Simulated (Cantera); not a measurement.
Feed: 1 mol Si3N4, 0.02 mol C, a varied amount of H2, equilibrated at 1848 K and 2.10 bar.

Cantera equilibrium calculation (NASA polynomials, part measured and part estimated; ideal gas, pure solids and liquids). Candidate condensed phases: C, C6H6, C7H8, C8H18, Si, SiC, Si3N4; 105 gas species. Mutual solubility and eutectic melting of coexisting phases are not modelled. Gases not in the tables: Si2H6 and higher silanes. Rates play no part.

x: gas mole fraction; n: condensed amount in mol.

```json
[
 {"n(H2) (mol)": "0.011", "x H2": "0.451", "x N2": "0.546", "x HCN": "(withheld)", "x H": "0.000246", "x CH4": "0.000130", "n SiC(s)": "0.0200", "n Si3N4(s)": "0.993", "n Si(l)": "0"},
 {"n(H2) (mol)": "0.024", "x H2": "0.642", "x N2": "0.356", "x HCN": "(withheld)", "x H": "0.000293", "x CH4": "0.000198", "n SiC(s)": "0.0199", "n Si3N4(s)": "0.993", "n Si(l)": "0"},
 {"n(H2) (mol)": "0.053", "x H2": "0.799", "x N2": "0.200", "x HCN": "(withheld)", "x H": "0.000327", "x CH4": "0.000208", "n SiC(s)": "0.0199", "n Si3N4(s)": "0.993", "n Si(l)": "0"},
 {"n(H2) (mol)": "0.12", "x H2": "0.900", "x N2": "0.0995", "x HCN": "(withheld)", "x H": "0.000347", "x CH4": "0.000166", "n SiC(s)": "0.0199", "n Si3N4(s)": "0.993", "n Si(l)": "0"},
 {"n(H2) (mol)": "0.26", "x H2": "0.951", "x N2": "0.0485", "x HCN": "(withheld)", "x H": "0.000357", "x CH4": "0.000115", "n SiC(s)": "0.0199", "n Si3N4(s)": "0.993", "n Si(l)": "0"},
 {"n(H2) (mol)": "0.57", "x H2": "0.977", "x N2": "0.0227", "x HCN": "(withheld)", "x H": "0.000362", "x CH4": "7.31e-5", "n SiC(s)": "0.0199", "n Si3N4(s)": "0.993", "n Si(l)": "0"},
 {"n(H2) (mol)": "1.3", "x H2": "0.989", "x N2": "0.0101", "x HCN": "(withheld)", "x H": "0.000364", "x CH4": "4.37e-5", "n SiC(s)": "0.0199", "n Si3N4(s)": "0.993", "n Si(l)": "0"},
 {"n(H2) (mol)": "2.8", "x H2": "0.991", "x N2": "0.00899", "x HCN": "(withheld)", "x H": "0.000364", "x CH4": "4.05e-5", "n SiC(s)": "0.0198", "n Si3N4(s)": "0.987", "n Si(l)": "0.0182"}
]
```

**Question.** Fill in the missing entries.

**Answer.** 
- 0.011, x HCN: 0.00177
- 0.024, x HCN: 0.00128
- 0.053, x HCN: 0.000728
- 0.12, x HCN: 0.000342
- 0.26, x HCN: 0.000152
- 0.57, x HCN: 6.37e-5
- 1.3, x HCN: 2.49e-5
- 2.8, x HCN: 2.17e-5
